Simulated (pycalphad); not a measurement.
CALPHAD calculation (pycalphad, COST 507 light-alloy database (1999)), 1 atm. These are 1990s assessments: newer ones move some temperatures and phases. The system is extrapolated from its subsystems; higher-order compounds may be missing. Amounts are mole fractions of atoms. Diffusion is slow at the low end, where real alloys seldom reach equilibrium.

Question: Give the equilibrium state of Ti-1.082Mn-0.6235Si-0.2807Fe (wt.%) at 327 °C.

Answer: 
```
T = 600.00 K, P = 101325 Pa, N = 1 mol of atoms
G = -23840 J/mol, H = 5948 J/mol, S = 49.65 J/(mol K)  (SER reference)
chemical potentials (J/mol): Ti -21573, Mn -37072, Si -211879, Fe -65115
phase             fraction      x(Ti)      x(Mn)      x(Si)      x(Fe)
HCP_A3              0.9509     0.9967   0.000444     0.0029   8.19e-06
SITI3               0.0315     0.7500       none     0.2500       none
LAVES_C14           0.0176     0.3531     0.5108       none     0.1361
```

Question: Give the equilibrium state of Ti-1.082Mn-0.6235Si-0.2807Fe (wt.%) at 627 °C.

Answer: 
```
T = 900.00 K, P = 101325 Pa, N = 1 mol of atoms
G = -40753 J/mol, H = 15562 J/mol, S = 62.57 J/(mol K)  (SER reference)
chemical potentials (J/mol): Ti -38465, Mn -60295, Si -222736, Fe -92271
phase             fraction      x(Ti)      x(Mn)      x(Si)      x(Fe)
HCP_A3              0.9005     0.9924     0.0033     0.0041   0.000194
BCC_A2              0.0735     0.8772     0.0875     0.0050     0.0303
SITI3               0.0260     0.7500       none     0.2500       none
```

Database names, with the compositions (at.%) that they take in these runs: SITI3: Ti 75 Si 25; LAVES_C14: Mn 47-52 Ti 34-38 Fe 13-15. BCC_A2 is bcc; HCP_A3 is hcp. An entry "none" or "no" means that the model of the phase leaves that element out.
